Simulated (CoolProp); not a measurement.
Model: reference Helmholtz-energy equation of state, Span 1996, in CoolProp.

For carbon dioxide, give the phase and the Z, viscosity (µPa s), conductivity (mW/(m K)) at 335.8 K and 3690 kPa; 335.8 K and 12900 kPa; 335.8 K and 18400 kPa.


- 335.8 K and 3690 kPa: gas; Z 0.867, viscosity 17.4, conductivity 22.1
- 335.8 K and 12900 kPa: supercritical; Z 0.436, viscosity 33.9, conductivity 56.4
- 335.8 K and 18400 kPa: supercritical; Z 0.429, viscosity 54.3, conductivity 73.0

Viscosity comes from a separate model (Laesecke 2017). Thermal conductivity comes from a separate model (Huber 2016).
